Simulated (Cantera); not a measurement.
An adiabatic, constant-volume homogeneous reactor starts with CO : H2 : O2 : N2 = 1 : 0.13 : 0.514 : 1.28 (molar parts), equivalence ratio 1.1, at 1548 K and 1000000 Pa. Integrator tolerance rtol = 1e-08.

Detailed kinetics in Cantera: GRI-Mech 3.0 (53 species, 325 reactions). The hydrogen kinetics of GRI-Mech 3.0 are dated; newer H2 mechanisms differ, most at raised pressure. Above 3000 K some thermodynamic fits are extrapolated.

Task: What does this change do: initial temperature 1548 to 1275 K?

Result: 
```csv
quantity,before,after
time of steepest temperature rise,2.19 µs,10.8 µs
temperature at 9.00 s,3264 K,3214 K
equilibrium temperature,3264 K,3214 K
x(CO) at 9.00 s,0.174 (gas-phase equilibrium 0.174),0.159 (gas-phase equilibrium 0.159)
x(H2) at 9.00 s,0.00371 (gas-phase equilibrium 0.00371),0.00335 (gas-phase equilibrium 0.00335)
x(O2) at 9.00 s,0.0478 (gas-phase equilibrium 0.0478),0.0428 (gas-phase equilibrium 0.0428)
x(H) at 9.00 s,0.00468 (gas-phase equilibrium 0.00468),0.00359 (gas-phase equilibrium 0.00359)
x(OH) at 9.00 s,0.0175 (gas-phase equilibrium 0.0175),0.0154 (gas-phase equilibrium 0.0154)
x(NO) at 9.00 s,0.0238 (gas-phase equilibrium 0.0238),0.0215 (gas-phase equilibrium 0.0215)
x(H2O) at 9.00 s,0.0346 (gas-phase equilibrium 0.0346),0.0372 (gas-phase equilibrium 0.0372)
```
